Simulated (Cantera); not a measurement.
An isothermal, constant-pressure homogeneous reactor starts with 0.921 % H2, 99.1 % O2, equivalence ratio 0.0046, at 1173 K and 20.0 Torr.

Cantera simulation using the H2/O2 subset of GRI-Mech 3.0, which has no nitrogen chemistry; the numbers are that mechanism's predictions, not measurements. Radical loss at walls, strong at low pressure, is not modelled.

x: mole fraction; the columns are a selection and need not sum to one.

```
t (s)        x H2   x O2      x OH       x H     x H2O
--------  -------  -----  --------  --------  --------
2.00e-5   0.00921  0.991  6.29e-11  1.37e-10  2.42e-12
0.000103  0.00921  0.991  7.89e-10  3.24e-10  1.80e-10
0.000532  0.00921  0.991       [?]       [?]       [?]
0.00274   0.00918  0.991   1.56e-5   2.52e-6   2.58e-5
0.0141    3.21e-5  0.984  0.000602  0.000282   0.00875
0.0729    1.18e-5  0.988  0.000367   6.23e-5   0.00902
0.376     1.25e-6  0.990  0.000121   2.19e-6   0.00919
1.94      7.66e-8  0.991   3.06e-5   3.50e-8   0.00924
10.0      6.38e-9  0.991   8.95e-6  8.72e-10   0.00925
```

**Question.** Fill in the missing entries.

**Answer.** 
- 0.000532, x OH: 9.86e-9
- 0.000532, x H: 1.77e-9
- 0.000532, x H2O: 1.02e-8
